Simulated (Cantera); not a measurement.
An isothermal, constant-pressure homogeneous reactor starts with N₂O = 1 (molar parts), at 1525 K and 0.0365 atm.

Computed with Cantera and GRI-Mech 3.0 (53 species, 325 reactions). GRI-Mech 3.0 was tuned for natural gas; its chemistry of N2O as a main component is partial and can be far from experiment. Radical loss at walls, strong at low pressure, is not modelled. The temperature is held fixed by assumption; the heat of reaction is taken as removed at once.

One state of this run: x N₂O = 0.987; x NO = 0.00215; x O = 9.08e-5; x NO₂ = 7.59e-8; x N₂ = 0.00726; x O₂ = 0.00305. x: mole fraction; the columns are a selection and need not sum to one.

Question: Which value of t (s) does it belong to?
A) 0.00300
B) 0.000300
C) 0.0949
D) 9.49e-5

Answer: A, 0.00300
